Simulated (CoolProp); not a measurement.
Vapour pressure (bar) of R134a: the reference equation beside estimates from Tc = 101.1 °C, pc = 40.59 bar, ω = 0.327.

Values from CoolProp's reference Helmholtz-energy equation of state, Tillner-Roth 1994.

```csv
T (°C),reference,van der Waals,Peng-Robinson
22.65,6.200,14.72,6.186
26.65,6.987,15.67,6.975
30.65,7.847,16.65,7.838
34.65,8.784,17.67,8.779
38.75,9.829,18.76,9.830
42.75,10.94,19.86,10.95
46.75,12.14,21.00,12.15
50.85,13.46,22.21,13.49
54.85,14.86,23.43,14.91
58.85,16.36,24.70,16.43
62.85,17.98,26.00,18.06
```

Absolute difference from the reference over all 11 rows, mean and median: van der Waals 85.3 and 81.5 %, Peng-Robinson 0.2 and 0.2 %.
